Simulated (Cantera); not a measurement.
Charge: 1 mol SiH4, 2.2 mol O3, 22 mol N2, equilibrated at 285 Torr.

These are equilibrium values from Cantera (NASA tables, ideal gas, pure condensed phases), not measurements of a reactor. Candidate condensed phases: H2O, Si, SiO2, Si2N2O, Si3N4; 35 gas species. The tables hold silica as quartz up to 1696 K and as liquid above; real silica turns to tridymite and cristobalite and melts near 1996 K. Gases not in the tables: Si(OH)4. Kinetics and transport are ignored.

At 1300 K, list the 4 most abundant gas species with their mole fractions, and the condensed phases.

N2 0.869, H2O 0.0790, O2 0.0513, NO 0.000205. Condensed: SiO2(β-quartz).
